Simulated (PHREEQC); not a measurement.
Consider water at 25 °C with 0.24 mol HF, 0.00045 mol NH4F, 0.031 mol (NH4)2SiF6 and 0.18 mol HCl per kg of water. It is in equilibrium with CO2 at log p = -3.5 (atm). Otherwise closed; pH follows from the charge balance.

All values are PHREEQC results (ion-association model, phreeqc.dat), not measurements.

```tsv
quantity	before	after
pH	0.84	2.65
ionic strength (mol/kgw)	0.276	0.00321
HF (mol/kgw)	0.236	0.00214
F- (mol/kgw)	0.00171	0.000686
HF2- (mol/kgw)	0.00153	5.63e-6
```

Q: Which change was made?
(A) (NH4)2SiF6 replaced by NH4HCO3 at the same molality
(B) HF from 0.24 to 0.48 mol/kgw
(C) temperature from 25 to 80 °C
(D) diluted 100-fold with water
(E) temperature from 25 to 35 °C

A: D, diluted 100-fold with water

Precipitation was switched off in this run. SiF6-2 is the database's only silicon fluoride.
